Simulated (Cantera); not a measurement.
An isothermal, constant-pressure homogeneous reactor starts with H₂ : O₂ : N₂ = 1.7 : 1 : 4 (molar parts), at 1275 K and 1.00 bar.

Model: the H2/O2 subset of GRI-Mech 3.0, which has no nitrogen chemistry, integrated in Cantera. The temperature is held fixed by assumption; the heat of reaction is taken as removed at once.

One state of this run: x H₂ = 1.37e-7; x O₂ = 0.0256; x H₂O₂ = 3.22e-9; x H₂O = 0.291; x H = 3.94e-10; x HO₂ = 1.16e-8; x OH = 9.90e-6. x: mole fraction; the columns are a selection and need not sum to one.

### Question
Which value of t (s) does it belong to?
A. 8.11e-5
B. 4.33e-6
C. 0.534
D. 0.123

### Answer
D, 0.123
